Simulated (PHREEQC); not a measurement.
A solution holds 1.5 mmol/kgw NH4HF2, 50 mmol/kgw H2SiF6, 15 mmol/kgw H3BO3 and 0.91 mmol/kgw HCl, at 50 °C. It is in equilibrium with CO2 at log p = 0 (atm). Otherwise closed; pH follows from the charge balance.

Model: ion-association model, wateq4f.dat, run in PHREEQC.

This is a speciation only: nothing precipitates in the calculation.

Task: Order these B species by the share of B that they hold, largest first: H3BO3, BF4-, BF3OH-, BF2(OH)2-.

Result: BF4- (75 %), H3BO3 (21 %), BF3OH- (3.2 %), BF2(OH)2- (0.76 %)

The pH is 1.13 and the ionic strength 0.134 mol/kgw. Saturation is exceeded, for instance for SiO2(a), Quartz (slow to form); the values hold only as long as no solid forms. Constants without temperature data keep their 25 °C values here. SiF6-2 is the database's only silicon fluoride. Real BF4- forms and hydrolyses slowly; the run takes it at equilibrium.
